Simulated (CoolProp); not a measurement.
Values from CoolProp's reference Helmholtz-energy equation of state, Zhou 2014.

Problem. For cyclohexane, give the phase and the cp (kJ/(kg K)), speed of sound (m/s), isothermal compressibility (1/MPa), expansivity (1/kK) at 540.5 K and 125 bar; 548.6 K and 125 bar.

Solution. 
- 540.5 K and 125 bar: liquid; cp 3.06, speed of sound 478, isothermal compressibility 0.0102, expansivity 2.47
- 548.6 K and 125 bar: liquid; cp 3.10, speed of sound 456, isothermal compressibility 0.0114, expansivity 2.60
